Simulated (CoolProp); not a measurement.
The fluid at 393.55 K and 1.67 MPa expands adiabatically to 0.116 MPa with isentropic efficiency 0.8. The same conditions are run with several fluids, on thermodynamics alone (safety and materials aside).

The numbers come from the reference Helmholtz-energy equation of state of each fluid (vinyl chloride: Thol 2022; R227EA: Lemmon 2016; isobutane: Bücker 2006) in CoolProp.

| fluid | work (kJ/kg) | final temperature (K) | final density (kg/m³) |
|---|---|---|---|
| vinyl chloride | (withheld) | 280.8 | 3.19 |
| R227EA | (withheld) | 341.7 | 7.08 |
| isobutane | (withheld) | (withheld) | 2.55 |

**Question.** Complete the blanks.

**Answer.** 
- vinyl chloride, work (kJ/kg): 84.2
- R227EA, work (kJ/kg): 34.7
- isobutane, work (kJ/kg): 97.3
- isobutane, final temperature (K): 325.4
